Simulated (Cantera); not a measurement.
An isothermal, constant-pressure homogeneous reactor starts with CH4 : H2O = 1 : 1.6 (molar parts), at 1375 K and 4.93 atm. Integrator tolerance rtol = 1e-08.

Model: GRI-Mech 3.0 (53 species, 325 reactions), integrated in Cantera.

### Question
What does this change do: H2O 1.6 to 2.9 parts?

### Answer
| quantity | before | after |
|---|---|---|
| x(CH4) at 3.00 s | 0.227 (gas-phase equilibrium 0.000293) | 0.149 (gas-phase equilibrium 4.20e-5) |
| x(H2O) at 3.00 s | 0.543 (gas-phase equilibrium 0.114) | 0.672 (gas-phase equilibrium 0.288) |
| x(HCO) at 3.00 s | 5.51e-11 (gas-phase equilibrium 3.51e-9) | 4.75e-11 (gas-phase equilibrium 2.13e-9) |
| x(CH2O) at 3.00 s | 9.53e-7 (gas-phase equilibrium 3.06e-7) | 1.30e-6 (gas-phase equilibrium 1.67e-7) |
| x(CH2CO) at 3.00 s | 1.39e-5 (gas-phase equilibrium 5.54e-10) | 1.52e-5 (gas-phase equilibrium 6.57e-11) |

### Question
What does this change do: CH4 1 to 0.64 parts?

### Answer
| quantity | before | after |
|---|---|---|
| x(CH4) at 3.00 s | 0.227 (gas-phase equilibrium 0.000293) | 0.167 (gas-phase equilibrium 6.66e-5) |
| x(H2O) at 3.00 s | 0.543 (gas-phase equilibrium 0.114) | 0.642 (gas-phase equilibrium 0.242) |
| x(HCO) at 3.00 s | 5.51e-11 (gas-phase equilibrium 3.51e-9) | 5.01e-11 (gas-phase equilibrium 2.45e-9) |
| x(CH2O) at 3.00 s | 9.53e-7 (gas-phase equilibrium 3.06e-7) | 1.22e-6 (gas-phase equilibrium 1.98e-7) |
| x(CH2CO) at 3.00 s | 1.39e-5 (gas-phase equilibrium 5.54e-10) | 1.50e-5 (gas-phase equilibrium 1.10e-10) |

### Question
What does this change do: temperature 1375 to 1825 K?

### Answer
```
quantity                                              before                                      after
------------------  ----------------------------------------  -----------------------------------------
x(CH4) at 3.00 s      0.227 (gas-phase equilibrium 0.000293)    5.79e-6 (gas-phase equilibrium 2.19e-6)
x(H2O) at 3.00 s         0.543 (gas-phase equilibrium 0.114)        0.121 (gas-phase equilibrium 0.121)
x(HCO) at 3.00 s    5.51e-11 (gas-phase equilibrium 3.51e-9)    9.23e-8 (gas-phase equilibrium 9.23e-8)
x(CH2O) at 3.00 s    9.53e-7 (gas-phase equilibrium 3.06e-7)    2.84e-7 (gas-phase equilibrium 2.84e-7)
x(CH2CO) at 3.00 s  1.39e-5 (gas-phase equilibrium 5.54e-10)  2.89e-10 (gas-phase equilibrium 1.10e-10)
```
